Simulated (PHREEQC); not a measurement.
Consider water at 25 °C with 5.8 mmol/kgw ZnCl2, 0.49 mmol/kgw NaOH and 0.69 mmol/kgw MnSO4. Closed to the air; pH follows from the charge balance.

Equilibrium calculation in PHREEQC: ion-association model, wateq4f.dat.

```
quantity                    before     after
------------------------  --------  --------
pH                            7.73      8.44
ionic strength (mol/kgw)    0.0186   0.00395
Zn+2 (mol/kgw)             0.00513  0.000278
Mn+2 (mol/kgw)            0.000652  0.000642
SO4-2 (mol/kgw)           0.000468  0.000623
ZnOH+ (mol/kgw)           0.000209   6.94e-5
SI of Zincite(c) (ZnO)       +1.81     +2.07
```

**Question.** Which change was made?
A. diluted 5-fold with water
B. ZnCl2 from 0.0058 to 0.00058 mol/kgw
C. diluted 2-fold with water
D. ZnCl2 from 0.0058 to 0.00522 mol/kgw
E. temperature from 25 to 80 °C

**Answer.** B, ZnCl2 from 0.0058 to 0.00058 mol/kgw

No solid was allowed to form. Some of these states are supersaturated (in Zn5(OH)8Cl2, Zn(OH)2-e, for instance).
